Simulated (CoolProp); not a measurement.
Vapour pressure (kPa) of carbon monoxide: the reference equation beside estimates from Tc = 132.9 K, pc = 3498 kPa, ω = 0.050. Clausius-Clapeyron is anchored at 104.6 K with a constant enthalpy of vaporisation of 4.885 kJ/mol.

The numbers come from the reference Helmholtz-energy equation of state, Lemmon 2006 in CoolProp. It is a short technical equation, of lower accuracy than the large ones.

```csv
T (K),reference,Clausius-Clapeyron,Peng-Robinson
90.3,245.2,309.6,246.7
93.1,314.2,376.6,315.6
96,399.8,455.6,401.0
98.9,501.4,545.2,502.4
101.7,616.0,642.1,617.0
104.6,753.6,753.6,754.8
107.4,906.2,872.4,907.9
110.3,1086,1007,1089
113.2,1291,1155,1295
116,1513,1309,1519
118.9,1771,1481,1779
```

Absolute difference from the reference over all 11 rows, mean and median: Clausius-Clapeyron 11.3 and 10.5 %, Peng-Robinson 0.3 and 0.3 %.
